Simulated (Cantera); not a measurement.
**Thermodynamics of roasting and sulfation, feed MgO + SO2 + H2O**

Feed: 1 mol MgO, 0.3 mol SO2, 0.46 mol H2O, held at 1173 K and 19.0 mbar.

Equilibrium computed with Cantera from the NASA thermochemical tables; the gas is ideal and each condensed phase is pure. Candidate condensed phases: H2O, H2SO4, Mg, MgO, Mg(OH)2, MgS, MgSO4, S; 26 gas species. The numbers say what is thermodynamically allowed, not how fast it happens.

```json
{
 "x(H2O)": "0.605",
 "x(SO2)": "0.395",
 "x(H2)": "2.48e-5",
 "x(SO3)": "2.22e-5",
 "x(O2)": "1.61e-6",
 "n(MgO(s))": "1.00 mol",
 "gas_amount": "0.7600 mol",
 "log10 activity of S(l) (absent)": "-7.65",
 "log10 activity of Mg(l) (absent)": "-17.31"
}
```
